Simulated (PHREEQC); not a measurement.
**Metal-bearing waste water: speciation**

Dissolve 0.033 mol/kgw NiSO4, 0.00025 mol/kgw H3AsO4, 0.093 mol/kgw H2SO4 and 5.9e-05 mol/kgw NaCl at 25 °C. Closed to the air; pH follows from the charge balance.

Equilibrium calculation in PHREEQC: ion-association model, wateq4f.dat.

No solid was allowed to form.

Question: Predict the pH, ionic strength.

Answer: pH 1.10; ionic strength 0.194 mol/kgw.

Question: In which forms is S present?

Answer: HSO4- 69 %, SO4-2 22 %, NiSO4 8.5 % of the S.

The database has no arsenate complexes of Ni.
